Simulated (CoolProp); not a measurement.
Vapour-liquid equilibrium of isohexane (1) + benzene (2) at 578 kPa; x and y are mole fractions of (1).

The numbers come from the multi-fluid Helmholtz-energy mixture model, Lemmon 2006 and Thol 2012; pair parameters Bell 2016 in CoolProp.

```tsv
x	bubble temperature (°C)	y at the bubble point	dew temperature at overall composition x (°C)	liquid density (mol/L)
0.05	146.7	0.098	148.1	9.152
0.125	143.1	0.216	145.8	8.867
0.2	140.3	0.311	143.6	8.589
0.275	138.0	0.391	141.3	8.320
0.35	136.2	0.462	139.2	8.062
0.425	134.6	0.527	137.1	7.816
0.5	133.3	0.589	135.3	7.581
0.575	132.1	0.649	133.6	7.358
0.65	131.1	0.709	132.1	7.145
0.725	130.1	0.769	130.8	6.942
0.8	129.3	0.830	129.7	6.749
0.875	128.6	0.893	128.8	6.564
0.95	128.0	0.957	128.0	6.388
```

No azeotrope shows between x = 0.05 and 0.95.

Pair parameters are fitted to limited data, so mixtures are less certain than the pure fluids.
